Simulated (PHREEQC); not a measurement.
Solution (85 °C): 34 mmol/kgw H2SO4 and 170 mmol/kgw Li2SO4. Closed to the air; pH follows from the charge balance.

The numbers come from PHREEQC with the ion-association model, phreeqc.dat.

This is a speciation only: nothing precipitates in the calculation.

Question: Order these S species by the share of S that they hold, largest first: HSO4-, LiSO4-, SO4-2.

Answer: SO4-2 (55 %), HSO4- (30 %), LiSO4- (14 %)

The pH is 2.34 and the ionic strength 0.430 mol/kgw. Constants without temperature data keep their 25 °C values here.
